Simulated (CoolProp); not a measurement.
Computed with CoolProp (reference Helmholtz-energy equation of state, Rui 2013).

**Question.** For R236EA, give the phase and the isothermal compressibility (1/MPa), viscosity (µPa s), conductivity (mW/(m K)) at 352.7 K and 6 MPa.

**Answer.** 
- 352.7 K and 6 MPa: liquid; isothermal compressibility 0.00598, viscosity 219, conductivity 66.0

Viscosity comes from a separate model (Huber 2003), an estimate that may be off by 10 % or more. Thermal conductivity comes from a separate model (Huber 2003), an estimate that may be off by 10 % or more.
